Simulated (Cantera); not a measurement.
Mixture: 11.5 % CH₃OH, 7.86 % O₂, 80.6 % N₂, equivalence ratio 2.2, at 1.01 bar, adiabatic and at constant volume. Ignition delay is the time to a rise of 400 K.

Detailed kinetics in Cantera: GRI-Mech 3.0 (53 species, 325 reactions). GRI-Mech 3.0 was tuned for natural gas; its chemistry of methanol as a main component is partial and can be far from experiment.

Problem. Predict: delay at 1323 K; delay at 1523 K; delay at 1723 K; delay at 1923 K; delay at 2123 K; apparent activation energy between 1923 and 2123 K.

Solution. 
```json
{
  "delay at 1323 K": "1.59 ms",
  "delay at 1523 K": "0.179 ms",
  "delay at 1723 K": "40.8 µs",
  "delay at 1923 K": "15.3 µs",
  "delay at 2123 K": "7.86 µs",
  "apparent activation energy between 1923 and 2123 K": "110 kJ/mol"
}
```
